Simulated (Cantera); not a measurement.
A freely propagating, adiabatic, planar premixed flame of H₂ : O₂ : N₂ = 1 : 0.98 : 3.63 (molar parts), unburnt at 650 K and 0.947 atm; mixture-averaged transport, grid criteria slope 0.08 and curve 0.16, no radiation.

Cantera simulation using the H2/O2 subset of GRI-Mech 3.0, which has no nitrogen chemistry; the numbers are that mechanism's predictions, not measurements. Burning velocities carry a grid error of a few per cent, more on coarse grids. Lean hydrogen flames are cellular in practice and burn faster than this planar one.

### Question
Predict: laminar burning velocity; thermal thickness; peak x(O); peak x(H); peak x(OH); peak x(HO₂).

### Answer
| Quantity | Result |
|---|---|
| laminar burning velocity | 437 cm/s |
| thermal thickness | 0.463 mm |
| peak x(O) | 0.0112 |
| peak x(H) | 0.0171 |
| peak x(OH) | 0.0101 |
| peak x(HO₂) | 0.000257 |
